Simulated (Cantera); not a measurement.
What does this Cantera script print?

```python
import numpy as np
import cantera as ct

gas_names = """
    AL ALCL ALCL2 ALCL3 ALN AL2 AL2CL6 CL CL2 N N2
""".split()
cond_names = """
    AL(cr) AL(L) ALCL3(s) ALCL3(L) ALN(s)
""".split()


# ... load() reads the species with a 1 bar reference pressure and builds the phases ...
atoms = {
    'Al': {'AL': 1},
    'Cl2': {'CL': 2},
    'N2': {'N': 2},
}
top_T = {'ALN(s)': 2750}  # K; cautious upper limits of use, not melting points


# ... equilibrate(T, P, feed) seeds the gas with the atoms and calls Mixture.equilibrate('TP', solver="vcs", rtol=1e-11, max_steps=5000) ...
results = []
feed = {'Al': 1, 'Cl2': 1, 'N2': 10}  # mol
T = 898  # K
P = 160  # Pa
mix = equilibrate(T, P, feed)
results.append((T, P, feed, dict(zip(mix.species_names, mix.species_moles))))
print(gas.report(threshold=1e-06))
for i in range(1, mix.n_phases):
    print(f"{mix.phase(i).name:16s} {mix.phase_moles(i):12.5e} mol")
```

It prints:

```
       temperature   898 K
          pressure   160 Pa
           density   0.00074362 kg/m^3
  mean mol. weight   34.701 kg/kmol
   phase of matter   gas

                          1 kg             1 kmol
                     ---------------   ---------------
          enthalpy       -4.9314e+05       -1.7112e+07  J
   internal energy       -7.0831e+05       -2.4579e+07  J
           entropy            8395.7        2.9134e+05  J/K
    Gibbs function       -8.0325e+06       -2.7874e+08  J
 heat capacity c_p            1015.7             35247  J/K
 heat capacity c_v            776.13             26932  J/K

                      mass frac. Y      mole frac. X     chem. pot. / RT
                     ---------------   ---------------   ---------------
             ALCL3           0.24393          0.063486           -129.32
            AL2CL6        2.4031e-05        3.1272e-06           -258.65
                N2           0.75604           0.93651           -31.095
     [   +8 minor]         8.133e-07        2.8883e-07

AL(cr)            0.00000e+00 mol
ALCL3(L)          0.00000e+00 mol
ALN(s)            3.33332e-01 mol
```

Equilibrium computed with Cantera from the NASA thermochemical tables; the gas is ideal and each condensed phase is pure.
